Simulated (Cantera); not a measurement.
An adiabatic, constant-volume homogeneous reactor starts with CH4 : CO : O2 : N2 = 1 : 0.89 : 1.11 : 3.78 (molar parts), at 1375 K and 880000 Pa. Integrator tolerance rtol = 1e-08.

Computed with Cantera and GRI-Mech 3.0 (53 species, 325 reactions).

**Question.** What does this change do: initial temperature 1375 to 1348 K?

**Answer.** 
```csv
quantity,before,after
time of steepest temperature rise,1.48 ms,2.07 ms
temperature at 3.00 s,2796 K,2776 K
equilibrium temperature,2796 K,2776 K
x(CH4) at 3.00 s,1.69e-9 (gas-phase equilibrium 1.88e-9),1.86e-9 (gas-phase equilibrium 2.07e-9)
x(CO) at 3.00 s,0.215 (gas-phase equilibrium 0.215),0.215 (gas-phase equilibrium 0.215)
x(O2) at 3.00 s,2.18e-5 (gas-phase equilibrium 2.18e-5),1.83e-5 (gas-phase equilibrium 1.83e-5)
x(H2) at 3.00 s,0.129 (gas-phase equilibrium 0.129),0.130 (gas-phase equilibrium 0.130)
x(N2O) at 3.00 s,5.88e-8 (gas-phase equilibrium 5.88e-8),5.27e-8 (gas-phase equilibrium 5.27e-8)
```

**Question.** What does this change do: initial temperature 1375 to 1600 K?

**Answer.** 
```
quantity                                                            before                                      after
---------------------------------  ---------------------------------------  -----------------------------------------
time of steepest temperature rise                                  1.48 ms                                   0.122 ms
temperature at 3.00 s                                               2796 K                                     2956 K
equilibrium temperature                                             2796 K                                     2956 K
x(CH4) at 3.00 s                   1.69e-9 (gas-phase equilibrium 1.88e-9)  8.32e-10 (gas-phase equilibrium 9.29e-10)
x(CO) at 3.00 s                        0.215 (gas-phase equilibrium 0.215)        0.216 (gas-phase equilibrium 0.216)
x(O2) at 3.00 s                    2.18e-5 (gas-phase equilibrium 2.18e-5)    7.78e-5 (gas-phase equilibrium 7.78e-5)
x(H2) at 3.00 s                        0.129 (gas-phase equilibrium 0.129)        0.127 (gas-phase equilibrium 0.127)
x(N2O) at 3.00 s                   5.88e-8 (gas-phase equilibrium 5.88e-8)    1.32e-7 (gas-phase equilibrium 1.32e-7)
```
